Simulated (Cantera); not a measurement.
Input (Python, Cantera) and output of one run.

```python
import numpy as np
import cantera as ct

gas_names = """
    H HO2 H2 H2O H2O2 O OH O2 O3 Ti TiO TiO2
""".split()
cond_names = """
    H2O(s) H2O(L) Ti(a) Ti(b) Ti(L) TiO(a) TiO(b) TiO(L) TiO2(ru) TiO2(L) Ti2O3(a) Ti2O3(b) Ti2O3(L)
    Ti3O5(a) Ti3O5(b) Ti3O5(L) Ti4O7(s) Ti4O7(L)
""".split()


def load(file, names, dense=False):
    # The tables refer to 1 bar. Condensed volumes are neglected.
    table = {s.name: s for s in ct.Species.list_from_file(file)}
    out = []
    for n in names:
        d = dict(table[n].input_data)
        d["thermo"] = dict(d["thermo"], **{"reference-pressure": 1e5})
        if dense:
            d["equation-of-state"] = {"model": "constant-volume", "density": "1e6 g/cm^3"}
        out.append(ct.Species.from_dict(d))
    return out


gas = ct.Solution(thermo="ideal-gas", species=load("nasa_gas.yaml", gas_names))
cond = {s.name: ct.Solution(thermo="fixed-stoichiometry", species=[s], name=s.name)
        for s in load("nasa_condensed.yaml", cond_names, dense=True)}
atoms = {
    'TiO2': {'Ti': 1, 'O': 2},
    'H2': {'H': 2},
}
top_T = {}  # K; cautious upper limits of use, not melting points


def equilibrate(T, P, feed):
    n = {}
    for name, mol in feed.items():
        for a, k in atoms[name].items():
            n[a] = n.get(a, 0.0) + k * mol
    gas.TPX = T, P, n
    mass = sum(n.values()) * gas.mean_molecular_weight
    gas.equilibrate("TP")
    valid = [c for c in cond.values() if c.min_temp <= T <= top_T.get(c.name, c.max_temp)]
    mix = ct.Mixture([(gas, mass / gas.mean_molecular_weight)] + [(c, 0.0) for c in valid])
    mix.T, mix.P = T, P
    mix.equilibrate("TP", solver="vcs", rtol=1e-11, max_steps=5000)
    return mix


results = []
feed = {'TiO2': 1, 'H2': 100}  # mol
P = 66  # Pa
for T in [1348, 1423, 1498, 1573, 1648, 1723, 1798, 1873, 1948, 2023]:
    mix = equilibrate(T, P, feed)
    results.append((T, P, feed, dict(zip(mix.species_names, mix.species_moles))))
    x = sorted(zip(gas.X, gas.species_names), reverse=True)
    print(f"T = {T:g} K  P = {P:g} Pa  gas = {mix.phase_moles(0):.4g} mol")
    print("   x: " + "  ".join(f"{s} {v:.3e}" for v, s in x if v > 0.0001))
    print("   condensed (mol): " + ("  ".join(f"{mix.phase(i).name} {mix.phase_moles(i):.4g}"
          for i in range(1, mix.n_phases) if mix.phase_moles(i) > 1e-12) or "none"))
```

It prints:

```
T = 1348 K  P = 66 Pa  gas = 100 mol
   x: H2 9.974e-01  H2O 2.500e-03
   condensed (mol): Ti4O7(s) 0.25
T = 1423 K  P = 66 Pa  gas = 100 mol
   x: H2 9.972e-01  H2O 2.500e-03  H 2.582e-04
   condensed (mol): Ti4O7(s) 0.25
T = 1498 K  P = 66 Pa  gas = 100 mol
   x: H2 9.960e-01  H2O 3.332e-03  H 6.676e-04
   condensed (mol): Ti3O5(b) 0.3333
T = 1573 K  P = 66 Pa  gas = 100.1 mol
   x: H2 9.951e-01  H2O 3.331e-03  H 1.579e-03
   condensed (mol): Ti3O5(b) 0.3333
T = 1648 K  P = 66 Pa  gas = 100.2 mol
   x: H2 9.932e-01  H 3.455e-03  H2O 3.327e-03
   condensed (mol): Ti3O5(b) 0.3333
T = 1723 K  P = 66 Pa  gas = 100.4 mol
   x: H2 9.896e-01  H 7.061e-03  H2O 3.320e-03
   condensed (mol): Ti3O5(b) 0.3333
T = 1798 K  P = 66 Pa  gas = 100.7 mol
   x: H2 9.831e-01  H 1.359e-02  H2O 3.309e-03
   condensed (mol): Ti3O5(b) 0.3332
T = 1873 K  P = 66 Pa  gas = 101.3 mol
   x: H2 9.719e-01  H 2.477e-02  H2O 3.297e-03
   condensed (mol): Ti3O5(b) 0.3323
T = 1948 K  P = 66 Pa  gas = 102.2 mol
   x: H2 9.536e-01  H 4.295e-02  H2O 3.310e-03  TiO 1.088e-04
   condensed (mol): Ti3O5(b) 0.3285
T = 2023 K  P = 66 Pa  gas = 103.8 mol
   x: H2 9.248e-01  H 7.109e-02  H2O 3.463e-03  TiO 4.720e-04  TiO2 1.215e-04
   condensed (mol): Ti3O5(b) 0.3127
```

Equilibrium computed with Cantera from the NASA thermochemical tables; the gas is ideal and each condensed phase is pure. Condensed phases not in the tables: Magnéli phases beyond Ti4O7.
